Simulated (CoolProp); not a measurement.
The numbers come from the reference Helmholtz-energy equation of state, Wu 2012 in CoolProp.

### Question
Give the vapour pressure (kPa), liquid density (kg/m³), liquid cp (kJ/(kg K)), vapour Z of saturated fluoroethane (R161) at 281.1, 324.7, 346.6 K.

### Answer
```json
[
 {"T (K)": "281.1", "p (kPa)": "563", "liquid density (kg/m³)": "745", "liquid cp (kJ/(kg K))": "2.18", "vapour Z": "0.883"},
 {"T (K)": "324.7", "p (kPa)": "1790", "liquid density (kg/m³)": "646", "liquid cp (kJ/(kg K))": "2.56", "vapour Z": "0.736"},
 {"T (K)": "346.6", "p (kPa)": "2880", "liquid density (kg/m³)": "575", "liquid cp (kJ/(kg K))": "3.03", "vapour Z": "0.624"}
]
```
